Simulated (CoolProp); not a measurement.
50 sccm (0 °C, 1 atm) of nitrogen bubbles through liquid m-xylene at 353.6 K and leaves saturated at a total pressure of 0.15 MPa (ideal gas phase). Each further row changes one setting.

Model: reference Helmholtz-energy equation of state, Zhou 2012, in CoolProp.

```json
[
 {"case": "as stated", "vapour pressure (kPa)": "15.4", "mole fraction of vapour": "0.103", "delivery (mg/min)": "___", "delivery (sccm)": "___", "change of delivery for a bath 1 K warmer (%)": "4.4"},
 {"case": "bath temperature 358.6 K", "vapour pressure (kPa)": "___", "mole fraction of vapour": "0.124", "delivery (mg/min)": "___", "delivery (sccm)": "7.07", "change of delivery for a bath 1 K warmer (%)": "___"},
 {"case": "total pressure 0.3 MPa", "vapour pressure (kPa)": "15.4", "mole fraction of vapour": "___", "delivery (mg/min)": "12.8", "delivery (sccm)": "___", "change of delivery for a bath 1 K warmer (%)": "___"}
]
```

Q: Some entries are withheld; supply them.

A: 
- as stated, delivery (mg/min): 27.1
- as stated, delivery (sccm): 5.71
- bath temperature 358.6 K, vapour pressure (kPa): 18.6
- bath temperature 358.6 K, delivery (mg/min): 33.5
- bath temperature 358.6 K, change of delivery for a bath 1 K warmer (%): 4.3
- total pressure 0.3 MPa, mole fraction of vapour: 0.0513
- total pressure 0.3 MPa, delivery (sccm): 2.70
- total pressure 0.3 MPa, change of delivery for a bath 1 K warmer (%): 4.1
